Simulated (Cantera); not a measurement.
A perfectly stirred reactor is fed with 6.75 % CH4, 18.8 % O2, 70.2 % N2, 4.32 % CO2, equivalence ratio 0.72, at 10.0 bar; it is adiabatic with a 575 K inlet, and is followed from long to short residence time, starting on the burning branch (τ in s: 0.047, 0.02, 0.0088, 0.0038, 0.0017, 0.00072, 0.00031, 0.00013, 5.8e-05, 2.5e-05, 1.1e-05).

Model: GRI-Mech 3.0 (53 species, 325 reactions), integrated in Cantera.

Problem. Predict: blow-out, bracketed by the residence times tried; x(CH4) at τ = 47.0 ms; x(O2) at τ = 47.0 ms; x(HO2) at τ = 47.0 ms; x(H) at τ = 47.0 ms; x(CH4) at τ = 0.720 ms; x(O2) at τ = 0.720 ms; x(C2H2) at τ = 0.720 ms; x(HO2) at τ = 0.720 ms; x(H) at τ = 0.720 ms.

Solution. 
| Item | Result |
|---|---|
| blow-out, bracketed by the residence times tried | burning at 58.0 µs, out at 25.0 µs |
| x(CH4) at τ = 47.0 ms | 3.19e-6 |
| x(O2) at τ = 47.0 ms | 0.0524 |
| x(HO2) at τ = 47.0 ms | 2.26e-6 |
| x(H) at τ = 47.0 ms | 4.84e-6 |
| x(CH4) at τ = 0.720 ms | 9.31e-5 |
| x(O2) at τ = 0.720 ms | 0.0538 |
| x(C2H2) at τ = 0.720 ms | 1.08e-7 |
| x(HO2) at τ = 0.720 ms | 1.03e-5 |
| x(H) at τ = 0.720 ms | 5.81e-5 |
